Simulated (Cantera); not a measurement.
Cantera with NASA thermochemical tables; ideal gases at 1 bar, condensed phases pure. Values are per mole of reaction as written; species without (g) are pure solids or liquids, kept so even where they would boil at 1 bar. VN: taken at fixed stoichiometry.

Between 973 and 1373 K, where is each reaction favourable under standard conditions?
- 4 V + 2 NO2(g) = V2O4 + 2 VN


- 4 V + 2 NO2(g) = V2O4 + 2 VN: ΔG° is -1557 kJ at 973 K and -1421 kJ at 1373 K; it stays negative (K > 1). ΔH° is -1878 kJ and ΔS° -333 J/K at 1373 K.
